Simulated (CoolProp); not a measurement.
Values from CoolProp's reference Helmholtz-energy equation of state, Akasaka 2022.

**Question.** For R1233zd(E), give the phase and the Z, cp (kJ/(kg K)), speed of sound (m/s), isothermal compressibility (1/MPa) at 176.85 °C and 717 kPa; 176.85 °C and 1310 kPa.

**Answer.** 
- 176.85 °C and 717 kPa: gas; Z 0.932, cp 1.01, speed of sound 165, isothermal compressibility 1.50
- 176.85 °C and 1310 kPa: gas; Z 0.871, cp 1.06, speed of sound 156, isothermal compressibility 0.887
